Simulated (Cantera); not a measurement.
Adiabatic ignition

An adiabatic, constant-pressure homogeneous reactor starts with H2 : O2 : N2 : H2O = 1 : 0.694 : 2.61 : 0.41 (molar parts), equivalence ratio 0.72, at 1100 K and 6.10 bar.

Computed with Cantera and the H2/O2 subset of GRI-Mech 3.0, which has no nitrogen chemistry. The hydrogen kinetics of GRI-Mech 3.0 are dated; newer H2 mechanisms differ, most at raised pressure.

| t (s) | T (K) | x H2 | x O2 | x H2O | x H2O2 | x H | x O |
|---|---|---|---|---|---|---|---|
| 4.00e-6 | 1100 | 0.212 | 0.147 | 0.0870 | 9.11e-11 | 4.22e-10 | 8.02e-11 |
| 1.72e-5 | 1100 | 0.212 | 0.147 | 0.0870 | 1.79e-9 | 4.70e-10 | 8.94e-11 |
| 7.39e-5 | 1100 | 0.212 | 0.147 | 0.0870 | 3.23e-8 | 7.61e-10 | 1.45e-10 |
| 0.000317 | 1100 | 0.212 | 0.147 | 0.0870 | 7.07e-7 | 4.52e-9 | 8.59e-10 |
| 0.00136 | 1111 | 0.211 | 0.146 | 0.0884 | 0.000260 | 1.11e-6 | 2.12e-7 |
| 0.00586 | 2487 | 0.00350 | 0.0444 | 0.324 | 1.15e-6 | 0.000574 | 0.00117 |
| 0.0252 | 2487 | 0.00350 | 0.0444 | 0.324 | 1.15e-6 | 0.000574 | 0.00117 |
| 0.108 | 2487 | 0.00350 | 0.0444 | 0.324 | 1.15e-6 | 0.000574 | 0.00117 |
| 0.465 | 2487 | 0.00350 | 0.0444 | 0.324 | 1.15e-6 | 0.000574 | 0.00117 |
| 2.00 | 2487 | 0.00350 | 0.0444 | 0.324 | 1.15e-6 | 0.000574 | 0.00117 |
x: mole fraction; the columns are a selection and need not sum to one.

```json
{
  "time_of_steepest_temperature_rise": "1.68 ms",
  "temperature at 2.00 s": "2487 K",
  "equilibrium_temperature": "2487 K",
  "x(H2) at 2.00 s": "0.00350 (gas-phase equilibrium 0.00350)",
  "x(O2) at 2.00 s": "0.0444 (gas-phase equilibrium 0.0444)",
  "x(H2O) at 2.00 s": "0.324 (gas-phase equilibrium 0.324)"
}
```
